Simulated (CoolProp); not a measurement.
Properties of the fluoroketone C6F12O (FK-5-1-12) along the isotherm 271.3 K (Tc = 441.8 K, pc = 1869 kPa, ω = 0.471).

Computed with CoolProp (reference Helmholtz-energy equation of state, McLinden 2015).

| p (kPa) | phase | density (kg/m³) | cp (kJ/(kg K)) | cv (kJ/(kg K)) | speed of sound (m/s) | expansivity (1/kK) |
|---|---|---|---|---|---|---|
| 2080 | liquid | 1688 | 1.088 | 0.8760 | 602.9 | 1.634 |
| 4150 | liquid | 1695 | 1.086 | 0.8765 | 615.7 | 1.587 |
| 6230 | liquid | 1701 | 1.083 | 0.8770 | 628.0 | 1.543 |
| 8310 | liquid | 1708 | 1.081 | 0.8775 | 639.7 | 1.504 |
| 10400 | liquid | 1714 | 1.080 | 0.8781 | 651.1 | 1.468 |
| 12500 | liquid | 1720 | 1.078 | 0.8786 | 662.0 | 1.435 |
| 14500 | liquid | 1725 | 1.077 | 0.8791 | 672.1 | 1.405 |
| 16600 | liquid | 1731 | 1.075 | 0.8797 | 682.3 | 1.376 |
| 18700 | liquid | 1736 | 1.074 | 0.8803 | 692.1 | 1.349 |
